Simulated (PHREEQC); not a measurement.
Solution (25 °C): 100 mmol/kgw HF, 0.1 mmol/kgw NaF and 1.3 mmol/kgw (NH4)2SiF6. Closed to the air; pH follows from the charge balance.

Equilibrium calculation in PHREEQC: ion-association model, phreeqc.dat.

Question: The ionic strength comes out as 0.0138 mol/kgw. What activity coefficients do HF2-, F-, NH4+, Na+, SiF6-2 get?

Answer: HF2- 0.89, F- 0.89, NH4+ 0.88, Na+ 0.89, SiF6-2 0.63.

No solid was allowed to form. SiF6-2 is the database's only silicon fluoride.
